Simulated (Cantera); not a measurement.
A Cantera script and what it prints.

```python
import numpy as np
import cantera as ct

gas_names = """
    Electron C C+ C- CH CH+ CH2 CH3 CH2OH CH3O CH4 CH3OH CN CN+ CN- CO CO+ CO2 CO2+ COOH C2 C2+ C2- C2H
    CHCO,ketyl C2H2,acetylene C2H2,vinylidene CH2CO,ketene C2H3,vinyl CH3CN CH3CO,acetyl C2H4
    C2H4O,ethylen CH3CHO,ethanal CH3COOH (HCOOH)2 C2H5 C2H6 CH3OCH3 C2H5OH CCN CNC C2N2 C2O C3
    C3H3,propargyl C3H4,allene C3H4,propyne C3H4,cyclo- C3H5,allyl C3H6,propylene C3H6,cyclo- C3H6O
    C3H7,n-propyl C3H7,i-propyl C3H8 C3H8O,1propanol C3H8O,2propanol C3O2 C4 C4H2 C4H4,1,3-cyclo-
    C4H6,butadiene C4H6,2-butyne C4H6,cyclo- C4H8,1-butene C4H8,cis2-buten C4H8,tr2-butene
    C4H8,isobutene C4H8,cyclo- (CH3COOH)2 C4H9,n-butyl C4H9,i-butyl C4H9,s-butyl C4H9,t-butyl
    C4H10,isobutane C4H10,n-butane C4N2 C5 C5H6,1,3cyclo- C5H8,cyclo- C5H10,1-pentene C5H10,cyclo-
    C5H11,pentyl C5H11,t-pentyl C5H12,n-pentane C5H12,i-pentane CH3C(CH3)2CH3 C6H2 C6H5,phenyl
    C6H5O,phenoxy C6H6 C6H5OH,phenol C6H10,cyclo- C6H12,1-hexene C6H12,cyclo- C6H13,n-hexyl C7H7,benzyl
    C7H8 C7H8O,cresol C7H14,1-heptene C7H15,n-heptyl C7H16,n-heptane C8H8,styrene C8H10,ethylbenz
    C8H16,1-octene C8H17,n-octyl C8H18,isooctane C8H18,n-octane C9H19,n-nonyl C10H8,naphthale
    C10H21,n-decyl C12H9,o-bipheny C12H10,bipheny H H+ H- HCN HCO HCO+ HCCN HNC HNCO HNO HNO2 HNO3 HO2
    H2 H2+ H2- HCHO,formaldehy HCOOH H2O H2O+ H2O2 H3O+ N N+ N- NCO NH NH+ NH2 NH3 NH2OH NH4+ NO NO+ NO2
    NO2- NO3 NO3- N2 N2+ N2- N2H2 N2H4 N2O N2O+ O O+ O- OH OH+ OH- O2 O2+ O2- O3
""".split()
cond_names = """
    C(gr) C6H6(L) C7H8(L) C8H18(L),n-octa H2O(s) H2O(L)
""".split()


def load(file, names, dense=False):
    # The tables refer to 1 bar. Condensed volumes are neglected.
    table = {s.name: s for s in ct.Species.list_from_file(file)}
    out = []
    for n in names:
        d = dict(table[n].input_data)
        d["thermo"] = dict(d["thermo"], **{"reference-pressure": 1e5})
        if dense:
            d["equation-of-state"] = {"model": "constant-volume", "density": "1e6 g/cm^3"}
        out.append(ct.Species.from_dict(d))
    return out


gas = ct.Solution(thermo="ideal-gas", species=load("nasa_gas.yaml", gas_names))
cond = {s.name: ct.Solution(thermo="fixed-stoichiometry", species=[s], name=s.name)
        for s in load("nasa_condensed.yaml", cond_names, dense=True)}
atoms = {
    'acetone': {'C': 3, 'H': 6, 'O': 1},
    'O2': {'O': 2},
    'N2': {'N': 2},
    'H2O': {'H': 2, 'O': 1},
}
top_T = {'C(gr)': 4500}  # K; cautious upper limits of use, not melting points


def equilibrate(T, P, feed):
    n = {}
    for name, mol in feed.items():
        for a, k in atoms[name].items():
            n[a] = n.get(a, 0.0) + k * mol
    gas.TPX = T, P, n
    mass = sum(n.values()) * gas.mean_molecular_weight
    gas.equilibrate("TP")
    valid = [c for c in cond.values() if c.min_temp <= T <= top_T.get(c.name, c.max_temp)]
    mix = ct.Mixture([(gas, mass / gas.mean_molecular_weight)] + [(c, 0.0) for c in valid])
    mix.T, mix.P = T, P
    mix.equilibrate("TP", solver="vcs", rtol=1e-11, max_steps=5000)
    return mix


results = []
feed = {'acetone': 1, 'O2': 0.015, 'N2': 2.5, 'H2O': 0.058}  # mol
P = 580  # Pa
for T in [3000, 3500, 4000, 4500, 5000]:
    mix = equilibrate(T, P, feed)
    results.append((T, P, feed, dict(zip(mix.species_names, mix.species_moles))))

top = {s: max(r[3][s] / sum(r[3][g] for g in gas_names) for r in results) for s in gas_names}
cols = sorted((s for s in top if top[s] > 0.001), key=lambda s: -top[s])[:6]
seen = [c for c in cond_names if any(r[3].get(c, 0) > 1e-12 for r in results)]
print("log10 of partial pressures in bar; condensed amounts in mol")
print(f"{'T/K':>10s}" + "".join(f"{s[:9]:>10s}" for s in cols + seen))
for T, P, feed, n in results:
    ng = sum(n[g] for g in gas_names)
    print(f"{T:10.4g}" + "".join(f"{np.log10(max(n[s] / ng * P / 1e5, 1e-99)):10.3f}" for s in cols)
          + "".join(f"{n.get(c, 0):10.4g}" for c in seen))
```

Result:

```
log10 of partial pressures in bar; condensed amounts in mol
       T/K         H        N2         C         N        CO        H2
      3000    -2.547    -2.860    -4.338    -6.286    -3.183    -3.491
      3500    -2.498    -2.912    -3.375    -5.110    -3.237    -4.538
      4000    -2.513    -2.930    -3.090    -4.216    -3.261    -5.430
      4500    -2.525    -2.977    -3.052    -3.534    -3.277    -6.127
      5000    -2.553    -3.156    -3.042    -3.058    -3.350    -6.722
```

Method: chemical equilibrium by Gibbs-energy minimisation in Cantera with the NASA 1993 tables (ideal gas, pure condensed phases). The feed counts by its element totals alone.
